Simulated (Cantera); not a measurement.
**Hydrocarbon pyrolysis for carbon deposition**

An isothermal, constant-pressure homogeneous reactor starts with 9.71 % C2H6, 90.3 % N2, at 1300 K and 14.3 Torr.

Cantera simulation using GRI-Mech 3.0 (53 species, 325 reactions); the numbers are that mechanism's predictions, not measurements. GRI-Mech 3.0 stops at C3 and has no aromatics, soot or wall deposition, so with more carbon than oxygen in the feed, carbon stays in small species such as C2H2 where larger ones or solid carbon would form. Radical loss at walls, strong at low pressure, is not modelled.

```tsv
t (s)	x C2H6	x HCN	x C2H	x C2H4	x CH2
2.00e-6	0.0971	<1e-12	<1e-12	2.77e-12	<1e-12
5.52e-6	0.0971	<1e-12	<1e-12	4.35e-11	<1e-12
1.53e-5	0.0971	<1e-12	<1e-12	7.92e-10	<1e-12
4.21e-5	0.0971	<1e-12	<1e-12	1.54e-8	5.92e-12
0.000116	0.0971	<1e-12	<1e-12	3.07e-7	1.10e-10
0.000321	0.0970	<1e-12	<1e-12	6.18e-6	1.66e-9
0.000887	0.0967	6.86e-12	<1e-12	0.000118	1.74e-8
0.00245	0.0947	6.30e-10	7.66e-12	0.00154	1.04e-7
0.00676	0.0849	3.54e-9	1.29e-10	0.00907	2.49e-7
0.0187	0.0584	7.29e-9	6.35e-10	0.0288	2.45e-7
0.0516	0.0184	1.06e-8	2.34e-9	0.0525	1.41e-7
0.142	0.00142	1.21e-8	2.65e-9	0.0489	1.72e-8
0.393	0.000100	1.20e-8	1.11e-9	0.0372	1.41e-9
1.09	9.39e-6	1.19e-8	4.50e-10	0.0284	1.56e-10
3.00	2.19e-6	1.19e-8	2.75e-10	0.0202	4.30e-11
```
x: mole fraction; the columns are a selection and need not sum to one.

Equilibrium at this temperature and pressure: C2H6 5.71e-8, HCN 0.0719, C2H 3.99e-10, C2H4 0.000376, CH2 1.27e-11 (gas phase only).
